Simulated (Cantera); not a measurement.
# Ignition delay

Mixture: 27.4 % CO, 1.62 % H₂, 0.850 % CH₄, 14.7 % O₂, 55.4 % N₂, at 40.0 bar, adiabatic and at constant pressure. Ignition delay is the time to a rise of 400 K.

Model: GRI-Mech 3.0 (53 species, 325 reactions), integrated in Cantera. The pressure lies above the range GRI-Mech 3.0 was tuned for (to about 10 atm). Below about 1000 K GRI-Mech 3.0 lacks low-temperature oxidation paths. Below about 950 K walls govern HO2 and H2O2 in real vessels.

```
T0 (K)  delay (ms)
------  ----------
850            132
925           16.0
1000          2.67
1075         0.587
1150         0.163
1225        0.0558
1300        0.0226
1375        0.0105
```

```
Item                                                    Result
--------------------------------------------------  ----------
apparent activation energy between 1225 and 1375 K  160 kJ/mol
```
